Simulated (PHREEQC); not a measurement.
**Nickel, zinc or cadmium bath**

Consider water at 25 °C with 110 mmol/kgw CdCl2 and 3.1 mmol/kgw HCl. Closed to the air; pH follows from the charge balance.

All values are PHREEQC results (ion-association model, wateq4f.dat), not measurements.

This is a speciation only: nothing precipitates in the calculation.

### Question
Predict the pH, ionic strength.

### Answer
pH 2.60; ionic strength 0.133 mol/kgw.

### Question
In which forms is Cd present?

### Answer
CdCl+ 64 %, Cd+2 18 %, CdCl2 17 %, CdCl3- 1.2 % of the Cd.
